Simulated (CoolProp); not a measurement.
Model: reference Helmholtz-energy equation of state, Lemmon 2004, in CoolProp. It is a short technical equation, of lower accuracy than the large ones.

### Question
For n-dodecane, give the phase and the cp (kJ/(kg K)), viscosity (µPa s), Prandtl number at 346.85 °C and 51.1 kPa.

### Answer
- 346.85 °C and 51.1 kPa: gas; cp 2.91, viscosity 9.61, Prandtl number 0.751

Viscosity comes from a separate model (Huber 2004). Thermal conductivity comes from a separate model (Huber 2004).
